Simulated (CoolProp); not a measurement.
Saturation properties of fluorine.

Computed with CoolProp (reference Helmholtz-energy equation of state, de Reuck 1990).

```json
[
 {"T (K)": "88.2", "p (MPa)": "0.1436", "liquid density (kg/m³)": "1479", "enthalpy of vaporisation (kJ/kg)": "171.3", "liquid cp (kJ/(kg K))": "1.522", "vapour Z": "0.9560", "surface tension (mN/m)": "12.6"},
 {"T (K)": "92.5", "p (MPa)": "0.2212", "liquid density (kg/m³)": "1448", "enthalpy of vaporisation (kJ/kg)": "166.9", "liquid cp (kJ/(kg K))": "1.541", "vapour Z": "0.9411", "surface tension (mN/m)": "11.4"},
 {"T (K)": "96.8", "p (MPa)": "0.3270", "liquid density (kg/m³)": "1415", "enthalpy of vaporisation (kJ/kg)": "162.2", "liquid cp (kJ/(kg K))": "1.565", "vapour Z": "0.9237", "surface tension (mN/m)": "10.3"},
 {"T (K)": "101.1", "p (MPa)": "0.4668", "liquid density (kg/m³)": "1381", "enthalpy of vaporisation (kJ/kg)": "157.0", "liquid cp (kJ/(kg K))": "1.593", "vapour Z": "0.9035", "surface tension (mN/m)": "9.18"},
 {"T (K)": "105.4", "p (MPa)": "0.6463", "liquid density (kg/m³)": "1345", "enthalpy of vaporisation (kJ/kg)": "151.4", "liquid cp (kJ/(kg K))": "1.629", "vapour Z": "0.8805", "surface tension (mN/m)": "8.08"},
 {"T (K)": "109.8", "p (MPa)": "0.8774", "liquid density (kg/m³)": "1307", "enthalpy of vaporisation (kJ/kg)": "145.1", "liquid cp (kJ/(kg K))": "1.676", "vapour Z": "0.8536", "surface tension (mN/m)": "6.98"},
 {"T (K)": "114.1", "p (MPa)": "1.156", "liquid density (kg/m³)": "1267", "enthalpy of vaporisation (kJ/kg)": "138.3", "liquid cp (kJ/(kg K))": "1.737", "vapour Z": "0.8239", "surface tension (mN/m)": "5.94"},
 {"T (K)": "118.4", "p (MPa)": "1.493", "liquid density (kg/m³)": "1224", "enthalpy of vaporisation (kJ/kg)": "130.8", "liquid cp (kJ/(kg K))": "1.819", "vapour Z": "0.7901", "surface tension (mN/m)": "4.93"},
 {"T (K)": "122.7", "p (MPa)": "1.895", "liquid density (kg/m³)": "1178", "enthalpy of vaporisation (kJ/kg)": "122.2", "liquid cp (kJ/(kg K))": "1.936", "vapour Z": "0.7515", "surface tension (mN/m)": "3.96"},
 {"T (K)": "127", "p (MPa)": "2.369", "liquid density (kg/m³)": "1126", "enthalpy of vaporisation (kJ/kg)": "112.3", "liquid cp (kJ/(kg K))": "2.115", "vapour Z": "0.7072", "surface tension (mN/m)": "3.02"},
 {"T (K)": "131.4", "p (MPa)": "2.938", "liquid density (kg/m³)": "1064", "enthalpy of vaporisation (kJ/kg)": "100.2", "liquid cp (kJ/(kg K))": "2.424", "vapour Z": "0.6541", "surface tension (mN/m)": "2.12"},
 {"T (K)": "135.7", "p (MPa)": "3.586", "liquid density (kg/m³)": "990.5", "enthalpy of vaporisation (kJ/kg)": "85.43", "liquid cp (kJ/(kg K))": "3.029", "vapour Z": "0.5913", "surface tension (mN/m)": "1.30"},
 {"T (K)": "140", "p (MPa)": "4.336", "liquid density (kg/m³)": "890.2", "enthalpy of vaporisation (kJ/kg)": "64.85", "liquid cp (kJ/(kg K))": "4.799", "vapour Z": "0.5086", "surface tension (mN/m)": "0.568"}
]
```

It boils at 85.0 K under 1 atm.

Surface tension comes from a separate correlation (Mulero 2012).
